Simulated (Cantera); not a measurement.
Input (Python, Cantera):

```python
import numpy as np
import cantera as ct

gas = ct.Solution("gri30.yaml")
gas.TPX = 1248, 35000, {'CH3OH': 1, 'O2': 1.15, 'N2': 4.34}
reactor = ct.IdealGasConstPressureReactor(gas, energy="on", clone=False)
net = ct.ReactorNet([reactor])
net.rtol, net.atol = 1e-08, 1e-16
show = ['CH3OH', 'O2', 'CH2CO', 'CO2', 'OH', 'HCN']
times = np.geomspace(5e-06, 0.7, 13)

steps = ct.SolutionArray(gas, extra=["t"])
rows = []
print(f"{'t/s':>10s}{'T/K':>9s}{'P/Pa':>11s}" + "".join(f"{s:>11s}" for s in show))
for t in times:
    while net.time < t:
        t_next = net.step()
        steps.append(gas.state, t=t_next)
    rows.append([np.interp(t, steps.t, y) for y in (steps.T, steps.P, *steps(*show).X.T)])
    print(f"{t:10.3e}{rows[-1][0]:9.1f}{rows[-1][1]:11.4g}" + "".join(f"{x:11.3e}" for x in rows[-1][2:]))
rate = np.gradient(steps.T, steps.t)
print("integrator steps:", len(steps.t))
if steps.T.max() > steps.T[0] + 200:
    print(f"time of steepest temperature rise: {steps.t[rate.argmax()]:.4e} s")
gas.TPX = 1248, 35000, {'CH3OH': 1, 'O2': 1.15, 'N2': 4.34}
gas.equilibrate("HP")
print(f"equilibrium (HP): T = {gas.T:.1f} K  " + "  ".join(f"{s} {gas[s].X[0]:.3e}" for s in show))
```

It prints:

```
       t/s      T/K       P/Pa      CH3OH         O2      CH2CO        CO2         OH        HCN
 5.000e-06   1248.0    3.5e+04  1.541e-01  1.772e-01  1.889e-18  4.215e-09  1.784e-09  6.780e-20
 1.342e-05   1248.0    3.5e+04  1.541e-01  1.772e-01  1.397e-17  1.168e-08  1.791e-09  2.118e-19
 3.603e-05   1248.0    3.5e+04  1.541e-01  1.772e-01  1.016e-16  3.172e-08  1.805e-09  6.084e-19
 9.672e-05   1248.0    3.5e+04  1.541e-01  1.772e-01  7.375e-16  8.551e-08  1.831e-09  1.720e-18
 2.596e-04   1248.0    3.5e+04  1.541e-01  1.772e-01  5.353e-15  2.299e-07  1.888e-09  4.853e-18
 6.969e-04   1248.0    3.5e+04  1.541e-01  1.772e-01  3.909e-14  6.176e-07  2.284e-09  1.395e-17
 1.871e-03   1248.0    3.5e+04  1.540e-01  1.771e-01  2.950e-13  1.661e-06  5.663e-09  4.832e-17
 5.022e-03   1248.5    3.5e+04  1.535e-01  1.769e-01  3.006e-12  4.561e-06  3.540e-08  3.304e-16
 1.348e-02   2539.3    3.5e+04  1.699e-16  7.070e-03  2.239e-17  6.083e-02  1.507e-02  2.305e-10
 3.619e-02   2564.8    3.5e+04  1.935e-16  5.580e-03  3.153e-17  6.135e-02  1.358e-02  1.336e-09
 9.714e-02   2563.9    3.5e+04  1.948e-16  5.511e-03  3.172e-17  6.129e-02  1.350e-02  1.457e-09
 2.608e-01   2563.9    3.5e+04  1.948e-16  5.511e-03  3.172e-17  6.129e-02  1.350e-02  1.457e-09
 7.000e-01   2563.9    3.5e+04  1.948e-16  5.511e-03  3.172e-17  6.129e-02  1.350e-02  1.457e-09
integrator steps: 2031
time of steepest temperature rise: 1.1099e-02 s
equilibrium (HP): T = 2563.9 K  CH3OH 2.016e-16  O2 5.511e-03  CH2CO 3.470e-17  CO2 6.129e-02  OH 1.350e-02  HCN 1.457e-09
```

Model: GRI-Mech 3.0 (53 species, 325 reactions), integrated in Cantera. GRI-Mech 3.0 was tuned for natural gas; its chemistry of methanol as a main component is partial and can be far from experiment.
